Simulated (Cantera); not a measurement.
Input: 1 mol Pb, a varied amount of H2S, 7.9 mol N2, equilibrated at 1048 K and 750 Torr.

These are equilibrium values from Cantera (NASA tables, ideal gas, pure condensed phases), not measurements of a reactor. Candidate condensed phases: Pb, PbS, S; 18 gas species. Equilibrium is a limit: real reactors are often held back by kinetics, nucleation or transport.

Problem. At 1.4 mol H2S, list the 4 most abundant gas species with their mole fractions, and the condensed phases.

Solution. N2 0.849, H2 0.108, H2S 0.0430, PbS 0.000292. Condensed: PbS(s).
